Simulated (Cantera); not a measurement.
# Adiabatic ignition

An adiabatic, constant-pressure homogeneous reactor starts with 11.8 % CH4, 18.2 % O2, 68.3 % N2, 1.65 % C2H6, at 998 K and 760 Torr.

Detailed kinetics in Cantera: GRI-Mech 3.0 (53 species, 325 reactions). Below about 1000 K GRI-Mech 3.0 lacks low-temperature oxidation paths.

| t (s) | T (K) | x CH4 | x O2 | x O | x NO2 | x HCN |
|---|---|---|---|---|---|---|
| 4.00e-6 | 998 | 0.118 | 0.182 | <1e-12 | <1e-12 | <1e-12 |
| 1.51e-5 | 998 | 0.118 | 0.182 | <1e-12 | <1e-12 | <1e-12 |
| 5.71e-5 | 998 | 0.118 | 0.182 | <1e-12 | <1e-12 | <1e-12 |
| 0.000216 | 998 | 0.118 | 0.182 | <1e-12 | <1e-12 | <1e-12 |
| 0.000816 | 998 | 0.118 | 0.182 | <1e-12 | <1e-12 | <1e-12 |
| 0.00309 | 998 | 0.118 | 0.182 | <1e-12 | <1e-12 | <1e-12 |
| 0.0117 | 998 | 0.118 | 0.182 | 4.35e-12 | <1e-12 | <1e-12 |
| 0.0441 | 998 | 0.118 | 0.182 | 3.32e-10 | <1e-12 | <1e-12 |
| 0.167 | 2349 | 3.52e-12 | 2.08e-5 | 2.99e-5 | 1.52e-9 | 3.05e-8 |
| 0.630 | 2349 | 3.52e-12 | 2.08e-5 | 2.99e-5 | 1.60e-9 | 3.20e-8 |
| 2.38 | 2349 | 3.52e-12 | 2.08e-5 | 2.99e-5 | 1.60e-9 | 3.20e-8 |
| 9.00 | 2349 | 3.52e-12 | 2.08e-5 | 2.99e-5 | 1.60e-9 | 3.20e-8 |
x: mole fraction; the columns are a selection and need not sum to one.

| Property | Result |
|---|---|
| time of steepest temperature rise | 0.108 s |
| temperature at 9.00 s | 2349 K |
| equilibrium temperature | 2349 K |
| x(CH4) at 9.00 s | 3.52e-12 (gas-phase equilibrium 3.99e-12) |
| x(O2) at 9.00 s | 2.08e-5 (gas-phase equilibrium 2.08e-5) |
| x(O) at 9.00 s | 2.99e-5 (gas-phase equilibrium 2.99e-5) |
